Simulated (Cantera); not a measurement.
Feed: 1 mol HCl, 0.036 mol O2, equilibrated at 1673 K and 18.0 Pa.

Equilibrium computed with Cantera from the NASA thermochemical tables; the gas is ideal and each condensed phase is pure. Candidate condensed phases: H2O; 14 gas species. The numbers say what is thermodynamically allowed, not how fast it happens.

Base state: HCl 0.803, Cl 0.130, H2O 0.0629, O2 0.00177, H2 0.00168, OH 0.000627, H 0.000348, Cl2 0.000110 (mole fractions); condensed: gas only.

**Question.** What changes in the equilibrium state with this change: pressure from 18.0 Pa to 1.00 bar?

**Answer.** 
```json
[
 {"species": "HCl", "before": "0.803", "after": "0.879"},
 {"species": "H2O", "before": "0.0629", "after": "0.0475"},
 {"species": "Cl2", "before": "0.000110", "after": "0.0326"},
 {"species": "Cl", "before": "0.130", "after": "0.0300"},
 {"species": "O2", "before": "0.00177", "after": "0.0112"},
 {"species": "H", "before": "0.000348", "after": "2.97e-7"},
 {"species": "H2", "before": "0.00168", "after": "6.78e-6"}
]
```

**Question.** What changes in the equilibrium state with this change: HCl replaced by H2O?

**Answer.** 
| species | before | after |
|---|---|---|
| H2O | 0.0629 | 0.952 |
| O2 | 0.00177 | 0.0360 |
| H2 | 0.00168 | 0.00564 |
| HCl | 0.803 | 0 |
| Cl | 0.130 | 0 |
| Cl2 | 0.000110 | 0 |
| OH | 0.000627 | 0.00518 |
| O | 0.000105 | 0.000473 |

**Question.** What changes in the equilibrium state with this change: temperature from 1673 K to 1698 K?

**Answer.** 
| species | before | after |
|---|---|---|
| HCl | 0.803 | 0.798 |
| Cl | 0.130 | 0.133 |
| H2O | 0.0629 | 0.0635 |
| H2 | 0.00168 | 0.00252 |
| H | 0.000348 | 0.000542 |
| O2 | 0.00177 | 0.00136 |
| Cl2 | 0.000110 | 8.83e-5 |
| O | 0.000105 | 0.000120 |
